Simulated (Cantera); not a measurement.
A Cantera script and what it prints.

```python
import numpy as np
import cantera as ct

gas_names = [...]  # 109 gases of nasa_gas.yaml made of C, Cl, H, Si
cond_names = """
    C(gr) C6H6(L) C7H8(L) C8H18(L),n-octa Si(cr) Si(L) SiC(b)
""".split()


# ... load() reads the species with a 1 bar reference pressure and builds the phases ...
atoms = {
    'Si(CH3)4': {'Si': 1, 'C': 4, 'H': 12},
    'HCl': {'H': 1, 'CL': 1},
    'H2': {'H': 2},
}
top_T = {'C(gr)': 4500, 'SiC(b)': 3050}  # K; cautious upper limits of use, not melting points


# ... equilibrate(T, P, feed) seeds the gas with the atoms and calls Mixture.equilibrate('TP', solver="vcs", rtol=1e-11, max_steps=5000) ...
results = []
feed = {'Si(CH3)4': 1, 'HCl': 0.04, 'H2': 1400}  # mol
T = 1475  # K
P = 9200  # Pa
mix = equilibrate(T, P, feed)
results.append((T, P, feed, dict(zip(mix.species_names, mix.species_moles))))
x = sorted(zip(gas.X, gas.species_names), reverse=True)
print(f"T = {T:g} K  P = {P:g} Pa  gas = {mix.phase_moles(0):.4g} mol")
print("   x: " + "  ".join(f"{s} {v:.3e}" for v, s in x if v > 1e-06))
print("   condensed (mol): " + ("  ".join(f"{mix.phase(i).name} {mix.phase_moles(i):.4g}"
      for i in range(1, mix.n_phases) if mix.phase_moles(i) > 1e-12) or "none"))
```

Result:

```
T = 1475 K  P = 9200 Pa  gas = 1406 mol
   x: H2 9.997e-01  CH4 2.672e-04  H 4.275e-05  HCL 2.845e-05  C2H2,acetylene 6.666e-06
   condensed (mol): C(gr) 2.605  SiC(b) 1
```

Equilibrium computed with Cantera from the NASA thermochemical tables; the gas is ideal and each condensed phase is pure.
